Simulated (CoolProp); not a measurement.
The fluid at 367.77 K and 0.925 MPa flows at 0.15 m/s in a round tube of 20 mm bore and 15 µm roughness, fully developed (64/Re and Nu = 3.66 if laminar; Colebrook and Gnielinski if turbulent). The same conditions are run with several fluids, on thermodynamics alone (safety and materials aside).

The numbers come from the reference Helmholtz-energy equation of state of each fluid (R407C: Lemmon 2003; ammonia: Gao 2020; methane: Setzmann 1991; R143a: Lemmon and Jacobsen 2000) in CoolProp. Blends and air are pseudo-pure fits.

Rank R407C, ammonia, methane, R143a by Reynolds number, highest first.

R143a (5910), R407C (5480), ammonia (1280), methane (1090)

```
fluid    Darcy friction factor  pressure drop (Pa/m)  heat-transfer coefficient (W/(m² K))  mass flow (kg/h)
-------  ---------------------  --------------------  ------------------------------------  ----------------
R407C                   0.0373                 0.588                                  18.3              4.76
ammonia                 0.0500                 0.152                                  6.14             0.915
methane                 0.0586                 0.161                                  8.24             0.829
R143a                   0.0365                 0.566                                  21.6              4.67
```

Transport values come from each fluid's own correlations; those of R143a are estimates that may be off by 10 % or more.
